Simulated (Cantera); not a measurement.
A Cantera script and what it prints.

```python
import numpy as np
import cantera as ct

gas_names = """
    Cu CuF CuF2 Cu2 F F2 H HF H2 H2F2 H3F3 H4F4 H5F5 H6F6 H7F7 N NF NF2 NF3 NH NH2 NH3 N2 N2H2 N2H4
""".split()
cond_names = """
    Cu(cr) Cu(L) CuF2(s) CuF2(L)
""".split()


# ... load() reads the species with a 1 bar reference pressure and builds the phases ...
atoms = {
    'Cu': {'Cu': 1},
    'F2': {'F': 2},
    'N2': {'N': 2},
    'HF': {'H': 1, 'F': 1},
}
top_T = {}  # K; cautious upper limits of use, not melting points


# ... equilibrate(T, P, feed) seeds the gas with the atoms and calls Mixture.equilibrate('TP', solver="vcs", rtol=1e-11, max_steps=5000) ...
results = []
feed = {'Cu': 1, 'F2': 4.5, 'N2': 4.5, 'HF': 10}  # mol
P = 1000  # Pa
for T in [825, 875, 925, 975, 1025, 1075, 1125, 1175, 1225, 1275, 1325, 1375]:
    mix = equilibrate(T, P, feed)
    results.append((T, P, feed, dict(zip(mix.species_names, mix.species_moles))))

top = {s: max(r[3][s] / sum(r[3][g] for g in gas_names) for r in results) for s in gas_names}
cols = sorted((s for s in top if top[s] > 0.001), key=lambda s: -top[s])[:6]
seen = [c for c in cond_names if any(r[3].get(c, 0) > 1e-12 for r in results)]
print("log10 of partial pressures in bar; condensed amounts in mol")
print(f"{'T/K':>10s}" + "".join(f"{s[:9]:>10s}" for s in cols + seen))
for T, P, feed, n in results:
    ng = sum(n[g] for g in gas_names)
    print(f"{T:10.4g}" + "".join(f"{np.log10(max(n[s] / ng * P / 1e5, 1e-99)):10.3f}" for s in cols)
          + "".join(f"{n.get(c, 0):10.4g}" for c in seen))
```

Output:

```
log10 of partial pressures in bar; condensed amounts in mol
       T/K        HF         F        N2        F2      CuF2       NF3   CuF2(s)   CuF2(L)
       825    -2.264    -3.315    -2.614    -2.793    -7.756    -4.449         1         0
       875    -2.275    -3.049    -2.622    -2.854    -6.823    -5.015    0.9997         0
       925    -2.288    -2.840    -2.635    -2.967    -5.997    -5.610     0.998         0
       975    -2.302    -2.689    -2.649    -3.142    -5.260    -6.254     0.989         0
      1025    -2.316    -2.593    -2.663    -3.380    -4.599    -6.956    0.9479         0
      1075    -2.327    -2.543    -2.674    -3.670    -4.004    -7.702    0.7894         0
      1125    -2.342    -2.525    -2.689    -3.993    -3.502    -8.469         0    0.3093
      1175    -2.350    -2.519    -2.697    -4.307    -3.350    -9.197         0         0
      1225    -2.351    -2.513    -2.698    -4.596    -3.351    -9.863         0         0
      1275    -2.352    -2.510    -2.698    -4.868    -3.352   -10.483         0         0
      1325    -2.352    -2.509    -2.699    -5.122    -3.352   -11.060         0         0
      1375    -2.352    -2.508    -2.699    -5.359    -3.352   -11.596         0         0
```

Method: chemical equilibrium by Gibbs-energy minimisation in Cantera with the NASA 1993 tables (ideal gas, pure condensed phases).
